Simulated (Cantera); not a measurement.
An isothermal plug-flow reactor at 825 K and 750 Torr (inlet), inlet velocity 0.25 m/s, active area per volume 1900 1/m; feed 1.09 % CO, 1.24 % O2, 97.7 % N2.

Model: Deutschmann's 1995 Pt surface mechanism with GRI-Mech 3.0 gas chemistry, integrated in Cantera. Catalytic surfaces can have several steady states; this one follows from the mechanism file's or the stated starting coverage. Mass transfer to the wall is taken as infinitely fast.

One state of this run: x CO = 1.98e-7; x O2 = 0.00696; x H2O = <1e-12; x CO2 = 0.0109; θ free Pt = 0.125; θ O* = 0.875; θ CO* = 2.70e-7. x: gas mole fraction; θ: surface coverage.

Q: Which value of z (m) does it belong to?
(A) 0.00027
(B) 0.00016
(C) 9.6e-05
(D) 0.00045

A: A, 0.00027
